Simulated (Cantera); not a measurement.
Standard-state values (1 bar) from the NASA 1993 polynomials, evaluated with Cantera. Values are per mole of reaction as written; species without (g) are pure solids or liquids, kept so even where they would boil at 1 bar.

Problem. Between 548 and 673 K, where is each reaction favourable under standard conditions?
- P₄O₁₀ + 10 NO(g) = P₄(g) + 10 NO₂(g)

Solution. 
- P₄O₁₀ + 10 NO(g) = P₄(g) + 10 NO₂(g): ΔG° is 2315 kJ at 548 K and 2280 kJ at 673 K; it stays positive (K < 1). ΔH° is 2464 kJ and ΔS° 273 J/K at 673 K.
